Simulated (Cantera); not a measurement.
An adiabatic, constant-volume homogeneous reactor starts with 10.8 % CH4, 18.0 % O2, 67.5 % N2, 3.77 % H2O, equivalence ratio 1.2, at 1050 K and 9.87 atm.

Model: GRI-Mech 3.0 (53 species, 325 reactions), integrated in Cantera.

Predict: time of steepest temperature rise; temperature at 0.500 s; equilibrium temperature; x(O2) at 0.500 s; x(H2O) at 0.500 s; x(H2O2) at 0.500 s.


```json
{
  "time_of_steepest_temperature_rise": "37.9 ms",
  "temperature at 0.500 s": "2901 K",
  "equilibrium_temperature": "2901 K",
  "x(O2) at 0.500 s": "0.00196 (gas-phase equilibrium 0.00196)",
  "x(H2O) at 0.500 s": "0.208 (gas-phase equilibrium 0.208)",
  "x(H2O2) at 0.500 s": "7.34e-7 (gas-phase equilibrium 7.34e-7)"
}
```
